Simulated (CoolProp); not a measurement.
The numbers come from the reference Helmholtz-energy equation of state, Gao 2022 in CoolProp.

Q: Give the vapour pressure (kPa), liquid density (kg/m³), vapour Z of saturated n-perfluoropentane at 215.5 K.

A: 
```json
[
 {"T (K)": "215.5", "p (kPa)": "0.786", "liquid density (kg/m³)": "1850", "vapour Z": "0.999"}
]
```
